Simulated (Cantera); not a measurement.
Input: 1 mol borazine, 0.19 mol O₂, 11 mol H₂, at 73.0 mbar.

Equilibrium computed with Cantera from the NASA thermochemical tables; the gas is ideal and each condensed phase is pure. Candidate condensed phases: B, BN, B₂O₃, B₃O₃H₃, H₂O; 39 gas species. The feed counts by its element totals alone. The tables' values for BH₂ are old estimates; treat these amounts as uncertain. The numbers say what is thermodynamically allowed, not how fast it happens. All values below are at 2073 K.

Base state: H₂ 0.952, HBO 0.0210, N₂ 0.0133, H 0.00950, BO 0.00284, B₂O₂ 0.00113, BH₂ 0.000393, HBO₂ 4.27e-5 (mole fractions); condensed: BN(s).

Q: What changes in the equilibrium state with this change: H₂ from 11 to 32 mol?

A: 
```tsv
species	before	after
H₂	0.952	0.974
H	0.00950	0.00960
HBO	0.0210	0.00903
N₂	0.0133	0.00566
B₂O₃	1.55e-5	7.78e-7
HBO₂	4.27e-5	5.10e-6
BN(s), mol	2.61	2.60
```
Gases not in the tables: B₂H₆ and higher boranes.
